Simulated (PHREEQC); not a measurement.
Solution (73 °C): 1.6 mmol/kgw (NH4)2HPO4. Closed to the air; pH follows from the charge balance.

All values are PHREEQC results (ion-association model, phreeqc.dat), not measurements.

No solid was allowed to form.

### Question
Predict the pH, specific conductance.

### Answer
pH 7.31; specific conductance 702 µS/cm.

### Question
In which forms is N present?

### Answer
NH4+ 83 %, NH3 17 % of the N.

Constants without temperature data keep their 25 °C values here.
